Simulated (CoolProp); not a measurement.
Values from CoolProp's reference Helmholtz-energy equation of state, McLinden 2015.

Q: For the fluoroketone C6F12O (FK-5-1-12), give the phase and the Z, cp (kJ/(kg K)), isothermal compressibility (1/MPa) at 153.45 °C and 20.4 bar.

A: 
- 153.45 °C and 20.4 bar: liquid; Z 0.169, cp 1.39, isothermal compressibility 0.0626
